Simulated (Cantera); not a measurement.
An isothermal, constant-pressure homogeneous reactor starts with 5.56 % C₂H₆, 94.4 % N₂, at 1098 K and 0.140 bar.

Model: GRI-Mech 3.0 (53 species, 325 reactions), integrated in Cantera. GRI-Mech 3.0 stops at C3 and has no aromatics, soot or wall deposition, so with more carbon than oxygen in the feed, carbon stays in small species such as C2H2 where larger ones or solid carbon would form.

x: mole fraction; the columns are a selection and need not sum to one.

```
t (s)       x C₂H₆     x HCN    x CH₃       x H     x C₂H
--------  --------  --------  -------  --------  --------
8.00e-6     0.0556    <1e-12  1.86e-8  3.17e-12    <1e-12
6.00e-5     0.0556    <1e-12  1.36e-7  1.20e-10    <1e-12
0.000450    0.0556    <1e-12  8.69e-7   6.75e-9    <1e-12
0.00337     0.0555    <1e-12  2.80e-6   1.80e-7    <1e-12
0.0253      0.0534  1.52e-12  7.62e-6   5.56e-7    <1e-12
0.190          [?]  3.45e-12      [?]       [?]    <1e-12
1.42       0.00190  4.63e-12  1.19e-6   5.69e-7  4.02e-12
10.7      0.000164  4.68e-12  3.38e-7   2.06e-7  3.23e-12
80.0           [?]  4.83e-12  3.44e-7       [?]  4.36e-12
```

Problem. Complete the blanks.

Solution. 
- 0.190, x C₂H₆: 0.0367
- 0.190, x CH₃: 6.15e-6
- 0.190, x H: 6.82e-7
- 80.0, x C₂H₆: 0.000112
- 80.0, x H: 1.86e-7
